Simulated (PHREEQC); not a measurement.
Dissolve 0.029 mol HBr per kg of water at 25 °C and 300 atm. It is in equilibrium with CO2 at log p = 0 (atm). Otherwise closed; pH follows from the charge balance.

Equilibrium calculation in PHREEQC: ion-association model, phreeqc.dat.

```yaml
pH: 1.59
ionic_strength: 0.0290 mol/kgw
specific_conductance: 11100 µS/cm
total_alkalinity: -29.0 meq/kg
```

```
species  molality  activity   log γ
-------  --------  --------  ------
H+         0.0290    0.0254  -0.057
Br-        0.0290    0.0245  -0.073
CO2        0.0221    0.0222   0.003
(CO2)2    9.03e-6   9.09e-6   0.003
HCO3-     6.29e-7   5.40e-7  -0.066
```

No solid was allowed to form. Under pressure, the constants of complexes without a molar volume in the database are unreliable.
